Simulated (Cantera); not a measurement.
An isothermal plug-flow reactor at 1225 K and 1.20 bar (inlet), inlet velocity 2.1 m/s, active area per volume 9100 1/m; feed 0.672 % CH4, 7.77 % O2, 91.6 % N2, equivalence ratio 0.17.

Detailed kinetics in Cantera: Deutschmann's 1995 Pt surface mechanism with GRI-Mech 3.0 gas chemistry. Catalytic surfaces can have several steady states; this one follows from the mechanism file's or the stated starting coverage. Mass transfer to the wall is taken as infinitely fast.

One state of this run: x CH4 = 0.00293; x O2 = 0.0701; x H2O = 0.00756; x CO2 = 0.00377; x CO = 4.47e-6; θ free Pt = 0.460; θ O* = 0.539; θ OH* = 0.00112. x: gas mole fraction; θ: surface coverage.

Problem. Which value of z (m) does it belong to?
(A) 0.00036
(B) 0.00017
(C) 0.0078
(D) 7.8e-05

Solution. A, 0.00036
